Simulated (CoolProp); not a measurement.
Computed with CoolProp (reference Helmholtz-energy equation of state, Bücker 2006).

**Question.** For ethane, give the phase and the density (kg/m³), cp (kJ/(kg K)), conductivity (mW/(m K)), Prandtl number at 235.45 °C and 52.2 bar; 235.45 °C and 139 bar.

**Answer.** 
- 235.45 °C and 52.2 bar: supercritical; density 39.3, cp 2.78, conductivity 57.5, Prandtl number 0.786
- 235.45 °C and 139 bar: supercritical; density 111, cp 3.07, conductivity 63.5, Prandtl number 0.968

Viscosity comes from a separate model (Friend 1991). Thermal conductivity comes from a separate model (Friend 1991).
